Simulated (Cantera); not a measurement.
Feed: 1 mol Ta2O5, 11 mol CO, 3.1 mol H2, at 97.0 mbar.

Cantera equilibrium calculation (NASA polynomials, part measured and part estimated; ideal gas, pure solids and liquids). Candidate condensed phases: C, C6H6, C7H8, C8H18, H2O, Ta, TaC, Ta2O5; 113 gas species. Mutual solubility and eutectic melting of coexisting phases are not modelled. TaC: taken at fixed stoichiometry. Condensed phases not in the tables: Ta2C. The numbers say what is thermodynamically allowed, not how fast it happens.

Problem. At 2075 K, list the 4 most abundant gas species with their mole fractions, and the condensed phases.

Solution. CO 0.778, H2 0.217, H 0.00398, H2O 0.00101. Condensed: TaC(s) + Ta2O5(l).
